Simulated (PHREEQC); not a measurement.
# Alkaline etch or developer (model solution)

Dissolve 6.4 mmol/kgw TMAH and 0.0036 mmol/kgw H4SiO4 at 52 °C. Closed to the air; pH follows from the charge balance.

All values are PHREEQC results (ion-association model, phreeqc.dat), not measurements.

This is a speciation only: nothing precipitates in the calculation.

Task: What pH does the model give?

Result: pH 10.98.

Task: In which forms is Si present?

Result: H3SiO4- 94 %, H2SiO4-2 3.5 %, H4SiO4 2.8 % of the Si.

(CH3)4N+ isn't in the database: it is added as a free cation with an ion size of 4 Å. Away from 25 °C the constants follow the database's enthalpies or fits; those with neither stay at their 25 °C values.
